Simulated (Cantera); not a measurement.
## Thermodynamics of chemical vapour transport, feed MgO + HCl

A closed system holds: 1 mol MgO, 2.1 mol HCl, held at 1625 K and 1 atm.

Cantera equilibrium calculation (NASA polynomials, part measured and part estimated; ideal gas, pure solids and liquids). Candidate condensed phases: H2O, Mg, MgCl2, MgO, Mg(OH)2; 22 gas species. Equilibrium is a limit: real reactors are often held back by kinetics, nucleation or transport.

- x(HCl): 0.811
- x(MgCl2): 0.0932
- x(H2O): 0.0932
- x(Cl): 0.00150
- x(H2): 0.000894
- x(Cl2): 0.000140
- x(OH): 9.20e-6
- x(H): 2.10e-6
- n(MgO(s)): 0.804 mol
- gas amount: 2.102 mol
- log10 activity of Mg(l) (absent): -10.50
